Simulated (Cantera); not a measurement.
A Cantera script and what it prints.

```python
import numpy as np
import cantera as ct

gas_names = [...]  # 77 gases of nasa_gas.yaml made of C, H, Ti
cond_names = """
    C(gr) C6H6(L) C7H8(L) C8H18(L),n-octa Ti(a) Ti(b) Ti(L) TiC(s) TiC(L)
""".split()


# ... load() reads the species with a 1 bar reference pressure and builds the phases ...
atoms = {
    'TiC': {'Ti': 1, 'C': 1},
    'C': {'C': 1},
    'H2': {'H': 2},
}
top_T = {'C(gr)': 4500}  # K; cautious upper limits of use, not melting points


# ... equilibrate(T, P, feed) seeds the gas with the atoms and calls Mixture.equilibrate('TP', solver="vcs", rtol=1e-11, max_steps=5000) ...
results = []
feed = {'TiC': 1, 'C': 0.0077, 'H2': 0.081}  # mol
T = 2675  # K
for P in [1, 10, 100, 1000, 10000, 100000, 1000000]:
    mix = equilibrate(T, P, feed)
    results.append((T, P, feed, dict(zip(mix.species_names, mix.species_moles))))

top = {s: max(r[3][s] / sum(r[3][g] for g in gas_names) for r in results) for s in gas_names}
cols = sorted((s for s in top if top[s] > 1e-06), key=lambda s: -top[s])[:8]
seen = [c for c in cond_names if any(r[3].get(c, 0) > 1e-12 for r in results)]
print("log10 of partial pressures in bar; condensed amounts in mol")
print(f"{'P/Pa':>10s}" + "".join(f"{s[:9]:>10s}" for s in cols + seen))
for T, P, feed, n in results:
    ng = sum(n[g] for g in gas_names)
    print(f"{P:10.4g}" + "".join(f"{np.log10(max(n[s] / ng * P / 1e5, 1e-99)):10.3f}" for s in cols)
          + "".join(f"{n.get(c, 0):10.4g}" for c in seen))
```

It prints:

```
log10 of partial pressures in bar; condensed amounts in mol
      P/Pa        H2         H        Ti        C3         C        C2 C2H2,acet       C2H     C(gr)    TiC(s)
         1    -9.426    -6.000    -5.209    -5.802    -6.003    -6.622   -11.494    -9.061         0         0
        10    -5.654    -4.114    -4.860    -5.310    -5.839    -6.294    -7.394    -6.847         0    0.9726
       100    -3.668    -3.121    -4.896    -5.201    -5.803    -6.222    -5.334    -5.781  0.004733    0.9983
      1000    -2.231    -2.402    -4.896    -5.201    -5.803    -6.222    -3.897    -5.063  0.004813    0.9999
     1e+04    -1.080    -1.827    -4.896    -5.201    -5.803    -6.222    -2.747    -4.488  0.004431         1
     1e+05    -0.032    -1.303    -4.896    -5.201    -5.803    -6.222    -1.699    -3.964  0.004271         1
     1e+06     0.983    -0.795    -4.896    -5.201    -5.803    -6.222    -0.684    -3.456  0.004117         1
```

Method: chemical equilibrium by Gibbs-energy minimisation in Cantera with the NASA 1993 tables (ideal gas, pure condensed phases). TiC: taken at fixed stoichiometry.
